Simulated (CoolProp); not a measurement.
Vapour-liquid equilibrium of hydrogen sulfide (1) + toluene (2) at 3.79 bar; x and y are mole fractions of (1).

Values from CoolProp's multi-fluid Helmholtz-energy mixture model, Lemmon 2006 and Lemmon 2006; pair parameters Bell 2016.

```tsv
x	bubble temperature (°C)	y at the bubble point	dew temperature at overall composition x (°C)	liquid density (mol/L)
0.05	97.0	0.817	162.0	8.897
0.15	39.5	0.980	156.6	10.25
0.25	18.6	0.993	150.7	11.35
0.35	6.4	0.997	144.4	12.50
0.45	-2.5	0.999	137.2	13.78
0.55	-9.7	0.999	129.1	15.26
0.65	-15.7	1.000	119.5	16.99
0.75	-20.8	1.000	107.4	19.04
0.85	-25.1	1.000	90.7	21.49
0.95	-28.6	1.000	60.3	24.49
```

No azeotrope shows between x = 0.05 and 0.95.

The pair parameters rest on a limited set of measurements; away from them the model extrapolates.
